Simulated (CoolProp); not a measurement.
100 sccm (0 °C, 1 atm) of nitrogen bubbles through liquid water at 342.1 K and leaves saturated at a total pressure of 0.15 MPa (ideal gas phase). Each further row changes one setting.

Computed with CoolProp (reference Helmholtz-energy equation of state, Wagner 2002).

```csv
case,vapour pressure (kPa),mole fraction of vapour,delivery (mg/min),delivery (sccm),change of delivery for a bath 1 K warmer (%)
as stated,29.8,0.199,19.9,24.8,5.6
bath temperature 347.1 K,36.9,0.246,26.3,32.7,5.8
total pressure 0.3 MPa,29.8,0.0994,8.87,11.0,5.0
```
